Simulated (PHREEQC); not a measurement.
PHREEQC input (Pitzer model, pitzer.dat):

```
SOLUTION 1
  temp 25
  units mol/kgw
  pH 7 charge
  C(4) 0.116
  K 0.865
  S(6) 0.35
END
USE solution 1
INCREMENTAL_REACTIONS false
REACTION 1
  H2O -1
  0 9.886 18.011 24.689 30.178 34.689 38.397 41.444
  43.949 46.007 47.699 49.089 50.232 51.172 51.944 52.578
  53.1 53.528 53.88 54.17 54.408 54.603 54.764 54.896
  55.005 55.094 55.168 55.228 moles
EQUILIBRIUM_PHASES 1
  Arcanite 0 0
  Kalicinite 0 0
  Misenite 0 0
  CO2(g) -3.4 10
SELECTED_OUTPUT 1
  -reset false
  -pH true
  -pe true
  -ionic_strength true
  -water true
  -activities H2O
  -totals C K S
  -molalities H+ K+ CO3-2 SO4-2 OH- HCO3- CO2 HSO4-
  -equilibrium_phases Arcanite Kalicinite Misenite
PRINT
  -reset false
END
```

Selected output (columns that matter, 23 of 28 rows; water left (kg) added in front):

```
water left (kg)	pH	mu	C	K	S	m_H+	m_K+	m_CO3-2	m_SO4-2	m_OH-	m_HCO3-	la_H2O	Arcanite	Kalicinite
1.00009	9.7273	1.2688	0.11099	0.86492	0.34997	4.3414e-10	0.86492	0.053932	0.34997	7.6861e-05	0.057045	-0.0074386	0	0
0.822025	9.7657	1.5465	0.13225	1.0523	0.42578	4.0938e-10	1.0523	0.068401	0.42578	8.2886e-05	0.063839	-0.0089007	0	0
0.675682	9.8046	1.8845	0.15781	1.2802	0.51799	3.8023e-10	1.2802	0.086313	0.51799	8.8853e-05	0.071482	-0.010665	0	0
0.456549	9.8978	2.0675	0.22544	1.4082	0.5234	3.1399e-10	1.4082	0.13587	0.5234	0.00010704	0.089553	-0.011857	0.11104	0
0.375309	9.9447	2.1151	0.26978	1.4435	0.50192	2.8694e-10	1.4435	0.16975	0.50192	0.00011736	0.10002	-0.012283	0.16163	0
0.308533	9.9909	2.1773	0.32314	1.4888	0.477	2.6382e-10	1.4888	0.21153	0.477	0.00012795	0.11159	-0.012818	0.20283	0
0.253665	10.036	2.2588	0.38737	1.5474	0.44847	2.4424e-10	1.5474	0.26297	0.44847	0.00013856	0.12438	-0.013495	0.23624	0
0.171504	10.126	2.5078	0.55813	1.7234	0.38066	2.1443e-10	1.7234	0.4038	0.38066	0.00015845	0.15432	-0.015476	0.28472	0
0.14104	10.17	2.6951	0.67085	1.8541	0.34211	2.0362e-10	1.8541	0.49887	0.34211	0.00016677	0.17197	-0.016925	0.30175	0
0.116016	10.214	2.9418	0.80698	2.0252	0.30151	1.9511e-10	2.0252	0.61508	0.30151	0.00017321	0.19189	-0.01882	0.31502	0
0.0954398	10.259	3.2656	0.9717	2.2487	0.25991	1.8851e-10	2.2487	0.75698	0.25991	0.0001771	0.21471	-0.021317	0.32519	0
0.0646221	10.357	4.2293	1.4131	2.9106	0.17867	1.7876e-10	2.9106	1.14	0.17867	0.00017465	0.27313	-0.029031	0.33845	0
0.0532094	10.412	4.9196	1.7064	3.3838	0.14142	1.7414e-10	3.3838	1.3944	0.14142	0.00016736	0.31209	-0.034922	0.34248	0
0.043812	10.473	5.7914	2.0637	3.9815	0.10769	1.6851e-10	3.9815	1.7022	0.10769	0.00015577	0.3615	-0.042872	0.34528	0
0.0361052	10.543	6.8772	2.498	4.7269	0.07845	1.6095e-10	4.7269	2.0719	0.07845	0.00014016	0.42609	-0.053617	0.34717	0
0.0297644	10.624	8.2209	3.0287	5.652	0.054219	1.5065e-10	5.652	2.5147	0.054219	0.00012116	0.51398	-0.068234	0.34839	0
0.0202391	10.823	11.88	4.4894	8.1957	0.021559	1.2047e-10	8.1957	3.663	0.021559	7.7744e-05	0.82638	-0.1152	0.34956	0
0.0167072	10.94	14.289	5.5009	9.901	0.012481	1.0175e-10	9.901	4.375	0.012481	5.667e-05	1.1259	-0.15114	0.34979	0
0.0136228	10.979	15.141	5.8764	10.514	0.01043	9.5667e-11	10.514	4.6166	0.01043	5.0483e-05	1.2598	-0.16461	0.34986	0.022054
0.0110289	10.979	15.141	5.8764	10.514	0.01043	9.5667e-11	10.514	4.6166	0.01043	5.0483e-05	1.2598	-0.16461	0.34988	0.049272
0.00713816	10.979	15.141	5.8764	10.514	0.01043	9.5667e-11	10.514	4.6166	0.01043	5.0483e-05	1.2598	-0.16461	0.34993	0.090098
0.00568403	10.979	15.141	5.8764	10.514	0.01043	9.5667e-11	10.514	4.6166	0.01043	5.0483e-05	1.2598	-0.16461	0.34994	0.10536
0.00450501	10.979	15.141	5.8764	10.514	0.01043	9.5667e-11	10.514	4.6166	0.01043	5.0483e-05	1.2598	-0.16461	0.34995	0.11773
```

Species that the database lacks are ignored.
